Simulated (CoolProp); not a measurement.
Aqueous ethylene glycol as a coolant, 51 % by mass, freezing at -37.4 °C, 1 atm.

The numbers come from the Melinder's fits for secondary coolants in CoolProp.

```
T (°C)  cp (kJ/(kg K))  viscosity (mPa s)  Prandtl number  density (kg/m³)
------  --------------  -----------------  --------------  ---------------
-1.9             3.169               8.92            75.9             1077
2.1              3.192               7.46            63.5             1075
6.2              3.215               6.29            53.6             1073
10.2             3.237               5.37            45.8             1071
14.2             3.260               4.63            39.5             1069
18.3             3.282               4.02            34.3             1067
22.3             3.303               3.52            30.1             1065
26.4             3.325               3.11            26.5             1063
30.4             3.346               2.77            23.6             1060
34.4             3.366               2.49            21.2             1058
```
